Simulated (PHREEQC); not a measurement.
Dissolve 0.0012 mol LiOH, 0.00021 mol K2SiO3 and 0.000108 mol (CH3)4NCl per kg of water at 25 °C. Closed to the air; pH follows from the charge balance.

All values are PHREEQC results (ion-association model, phreeqc.dat), not measurements.

This is a speciation only: nothing precipitates in the calculation.

**Question.** Order these Si species by the share of Si that they hold, largest first: H2SiO4-2, H4SiO4, H3SiO4-.

**Answer.** H3SiO4- (94 %), H4SiO4 (4.6 %), H2SiO4-2 (0.98 %)

The pH is 11.13 and the ionic strength 0.00173 mol/kgw. (CH3)4N+ isn't in the database: it is added as a free cation with an ion size of 4 Å.
